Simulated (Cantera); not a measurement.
Feed: 1 mol C3H6, 0.026 mol NH3, 2.4 mol H2O, equilibrated at 2127 °C and 0.100 bar.

Cantera equilibrium calculation (NASA polynomials, part measured and part estimated; ideal gas, pure solids and liquids). Candidate condensed phases: C, C6H6, C7H8, C8H18, H2O; 136 gas species. Kinetics and transport are ignored.

Base state: H2 0.653, CO 0.299, H 0.0406, C2H2 (acetylene) 0.00455, HCN 0.00132, N2 0.000893, HNC 0.000137, C2H 1.63e-5 (mole fractions); condensed: C(graphite).

**Question.** What changes in the equilibrium state with this change: NH3 from 0.026 to 2 mol?

**Answer.** 
| species | before | after |
|---|---|---|
| H2 | 0.653 | 0.665 |
| CO | 0.299 | 0.199 |
| N2 | 0.000893 | 0.0762 |
| HCN | 0.00132 | 0.0123 |
| H | 0.0406 | 0.0410 |
| HNC | 0.000137 | 0.00128 |
| CN | 4.10e-6 | 3.79e-5 |
| C4H2 | 1.31e-5 | 1.33e-5 |
| C(graphite), mol | 0.514 | 0.323 |
